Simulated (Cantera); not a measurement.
A closed system holds: 1 mol Fe2O3, 0.58 mol Cl2, 0.072 mol H2, at 70.0 mbar.

Cantera equilibrium calculation (NASA polynomials, part measured and part estimated; ideal gas, pure solids and liquids). Candidate condensed phases: Fe, FeCl2, FeCl3, FeO, Fe(OH)2, Fe(OH)3, Fe2O3, Fe3O4, H2O; 22 gas species. Kinetics and transport are ignored. All values below are at 1100 K.

Base state: Cl2 0.595, HCl 0.212, FeCl3 0.101, O2 0.0804, FeCl2 0.00592, Cl 0.00442, H2O 0.00100, Fe2Cl6 0.000322 (mole fractions); condensed: Fe2O3(s).

Task: What changes in the equilibrium state with this change: Fe2O3 replaced by B?

Result: 
```
species         before   after
-------------  -------  ------
BCl3                 0   0.797
H2               <1e-9   0.106
HCl              0.212  0.0974
Cl2              0.595   <1e-9
FeCl3            0.101       0
O2              0.0804       0
FeCl2          0.00592       0
H2O            0.00100       0
Fe2O3(s), mol    0.964       0
B(s), mol            0   0.628
```
The tables' values for BCl2 are old estimates; treat these amounts as uncertain. Gases not in the tables: BHCl2. Further candidate phases: B.
